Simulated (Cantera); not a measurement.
Input (Python, Cantera):

```python
import numpy as np
import cantera as ct

gas = ct.Solution("gri30.yaml")


def delay(T, t_max=10):
    gas.TPX = T, 57000, {'CH4': 1, 'H2': 0.3, 'O2': 1.34, 'N2': 5.05}
    reactor = ct.IdealGasConstPressureReactor(gas, clone=False)
    net = ct.ReactorNet([reactor])
    net.rtol, net.atol = 1e-8, 1e-16
    while net.time < t_max:
        t_old, T_old = net.time, reactor.T
        net.step()
        if reactor.T > T + 400:  # ignition: a rise of 400 K
            return t_old + (T + 400 - T_old) / (reactor.T - T_old) * (net.time - t_old)
    return np.nan


taus = []
for T in [950, 1050, 1150, 1250, 1350, 1450, 1550, 1650, 1750]:
    taus.append(delay(T))
    print(f"T0 = {T:6g} K   tau = {taus[-1]:.4e} s")
```

It prints:

```
T0 =    950 K   tau = 1.5879e-01 s
T0 =   1050 K   tau = 5.1278e-02 s
T0 =   1150 K   tau = 1.7482e-02 s
T0 =   1250 K   tau = 6.2459e-03 s
T0 =   1350 K   tau = 2.4183e-03 s
T0 =   1450 K   tau = 1.0432e-03 s
T0 =   1550 K   tau = 5.0650e-04 s
T0 =   1650 K   tau = 2.7196e-04 s
T0 =   1750 K   tau = 1.5721e-04 s
```

Computed with Cantera and GRI-Mech 3.0 (53 species, 325 reactions). Below about 1000 K GRI-Mech 3.0 lacks low-temperature oxidation paths.
